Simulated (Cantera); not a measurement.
Charge: 1 mol borazine, 9.3 mol NH₃, equilibrated at 0.0100 bar.

These are equilibrium values from Cantera (NASA tables, ideal gas, pure condensed phases), not measurements of a reactor. Candidate condensed phases: B, BN; 15 gas species. The feed counts by its element totals alone. Kinetics and transport are ignored.

Which condensed phases are stable at each of these points (T (K)): 773, 923, 1073, 1223, 1373, 1523, 1673, 1823, 1973, 2123, 2273, 2423?


```
T (K)  condensed phases  B condensed (%)
-----  ----------------  ---------------
773               BN(s)            100.0
923               BN(s)            100.0
1073              BN(s)            100.0
1223              BN(s)            100.0
1373              BN(s)            100.0
1523              BN(s)            100.0
1673              BN(s)            100.0
1823              BN(s)            100.0
1973              BN(s)            100.0
2123              BN(s)             99.7
2273               B(s)             98.4
2423               B(l)             94.8
```

From 773 K to 2123 K the condensed part is BN(s). At 2273 K the condensed part is B(s). At 2423 K the condensed part is B(l).
